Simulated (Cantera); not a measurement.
## Adiabatic ignition

An adiabatic, constant-volume homogeneous reactor starts with 3.97 % CH₄, 2.54 % CO, 19.6 % O₂, 73.9 % N₂, equivalence ratio 0.47, at 1748 K and 1.00 bar.

Model: GRI-Mech 3.0 (53 species, 325 reactions), integrated in Cantera.

```json
[
 {"t (s)": "4.00e-6", "T (K)": "1748", "P (bar)": "1.000", "x CH₄": "0.0397", "x CO": "0.0254", "x O₂": "0.196", "x CH₂O": "3.10e-7", "x CH₂": "5.10e-11", "x CO₂": "5.89e-7", "x C₂H₂": "<1e-12"},
 {"t (s)": "9.16e-6", "T (K)": "1748", "P (bar)": "1.000", "x CH₄": "0.0397", "x CO": "0.0254", "x O₂": "0.196", "x CH₂O": "2.00e-6", "x CH₂": "2.10e-10", "x CO₂": "1.75e-6", "x C₂H₂": "6.03e-12"},
 {"t (s)": "2.10e-5", "T (K)": "1748", "P (bar)": "1.000", "x CH₄": "0.0396", "x CO": "0.0254", "x O₂": "0.196", "x CH₂O": "1.29e-5", "x CH₂": "1.15e-9", "x CO₂": "5.83e-6", "x C₂H₂": "2.74e-10"},
 {"t (s)": "4.80e-5", "T (K)": "1748", "P (bar)": "1.00", "x CH₄": "0.0393", "x CO": "0.0254", "x O₂": "0.196", "x CH₂O": "9.48e-5", "x CH₂": "1.17e-8", "x CO₂": "2.42e-5", "x C₂H₂": "1.50e-8"},
 {"t (s)": "0.000110", "T (K)": "1769", "P (bar)": "1.01", "x CH₄": "0.0347", "x CO": "0.0261", "x O₂": "0.193", "x CH₂O": "0.00126", "x CH₂": "1.20e-6", "x CO₂": "0.000323", "x C₂H₂": "4.72e-6"},
 {"t (s)": "0.000252", "T (K)": "2610", "P (bar)": "1.51", "x CH₄": "<1e-12", "x CO": "0.0165", "x O₂": "0.103", "x CH₂O": "2.33e-11", "x CH₂": "<1e-12", "x CO₂": "0.0479", "x C₂H₂": "<1e-12"},
 {"t (s)": "0.000577", "T (K)": "2697", "P (bar)": "1.55", "x CH₄": "<1e-12", "x CO": "0.0129", "x O₂": "0.102", "x CH₂O": "1.98e-11", "x CH₂": "<1e-12", "x CO₂": "0.0519", "x C₂H₂": "<1e-12"},
 {"t (s)": "0.00132", "T (K)": "2690", "P (bar)": "1.55", "x CH₄": "<1e-12", "x CO": "0.0126", "x O₂": "0.0992", "x CH₂O": "1.92e-11", "x CH₂": "<1e-12", "x CO₂": "0.0522", "x C₂H₂": "<1e-12"},
 {"t (s)": "0.00303", "T (K)": "2681", "P (bar)": "1.54", "x CH₄": "<1e-12", "x CO": "0.0124", "x O₂": "0.0961", "x CH₂O": "1.84e-11", "x CH₂": "<1e-12", "x CO₂": "0.0525", "x C₂H₂": "<1e-12"},
 {"t (s)": "0.00693", "T (K)": "2675", "P (bar)": "1.54", "x CH₄": "<1e-12", "x CO": "0.0122", "x O₂": "0.0942", "x CH₂O": "1.79e-11", "x CH₂": "<1e-12", "x CO₂": "0.0527", "x C₂H₂": "<1e-12"},
 {"t (s)": "0.0159", "T (K)": "2674", "P (bar)": "1.54", "x CH₄": "<1e-12", "x CO": "0.0122", "x O₂": "0.0939", "x CH₂O": "1.78e-11", "x CH₂": "<1e-12", "x CO₂": "0.0527", "x C₂H₂": "<1e-12"},
 {"t (s)": "0.0364", "T (K)": "2674", "P (bar)": "1.54", "x CH₄": "<1e-12", "x CO": "0.0122", "x O₂": "0.0939", "x CH₂O": "1.78e-11", "x CH₂": "<1e-12", "x CO₂": "0.0527", "x C₂H₂": "<1e-12"},
 {"t (s)": "0.0833", "T (K)": "2674", "P (bar)": "1.54", "x CH₄": "<1e-12", "x CO": "0.0122", "x O₂": "0.0939", "x CH₂O": "1.78e-11", "x CH₂": "<1e-12", "x CO₂": "0.0527", "x C₂H₂": "<1e-12"},
 {"t (s)": "0.191", "T (K)": "2674", "P (bar)": "1.54", "x CH₄": "<1e-12", "x CO": "0.0122", "x O₂": "0.0939", "x CH₂O": "1.78e-11", "x CH₂": "<1e-12", "x CO₂": "0.0527", "x C₂H₂": "<1e-12"},
 {"t (s)": "0.437", "T (K)": "2674", "P (bar)": "1.54", "x CH₄": "<1e-12", "x CO": "0.0122", "x O₂": "0.0939", "x CH₂O": "1.78e-11", "x CH₂": "<1e-12", "x CO₂": "0.0527", "x C₂H₂": "<1e-12"},
 {"t (s)": "1.00", "T (K)": "2674", "P (bar)": "1.54", "x CH₄": "<1e-12", "x CO": "0.0122", "x O₂": "0.0939", "x CH₂O": "1.78e-11", "x CH₂": "<1e-12", "x CO₂": "0.0527", "x C₂H₂": "<1e-12"}
]
```
x: mole fraction; the columns are a selection and need not sum to one.

```json
{
  "time_of_steepest_temperature_rise": "0.139 ms",
  "temperature at 1.00 s": "2674 K",
  "equilibrium_temperature": "2674 K",
  "x(CH₄) at 1.00 s": "<1e-12 (gas-phase equilibrium <1e-12)",
  "x(CO) at 1.00 s": "0.0122 (gas-phase equilibrium 0.0122)",
  "x(O₂) at 1.00 s": "0.0939 (gas-phase equilibrium 0.0939)"
}
```
